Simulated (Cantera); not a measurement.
Input: 1 mol CS2, 0.92 mol SO2, 1.9 mol N2, at 3.70 bar.

Equilibrium computed with Cantera from the NASA thermochemical tables; the gas is ideal and each condensed phase is pure. Candidate condensed phases: C, S; 35 gas species. The numbers say what is thermodynamically allowed, not how fast it happens.

Q: At 2675 K, list the 5 most abundant gas species with their mole fractions, and the condensed phases.

A: N2 0.407, S2 0.242, CO 0.192, SO 0.0650, SO2 0.0444. Condensed: gas only.
